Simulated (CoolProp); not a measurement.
Computed with CoolProp (reference Helmholtz-energy equation of state, Thol 2016).

Task: Give the vapour pressure (MPa), liquid density (kg/m³), vapour density (kg/m³), enthalpy of vaporisation (kJ/kg) of saturated hexamethyldisiloxane (MM) at 391.4 K.

Result: 
| T (K) | p (MPa) | liquid density (kg/m³) | vapour density (kg/m³) | enthalpy of vaporisation (kJ/kg) |
|---|---|---|---|---|
| 391.4 | 0.165 | 653 | 9.04 | 183 |
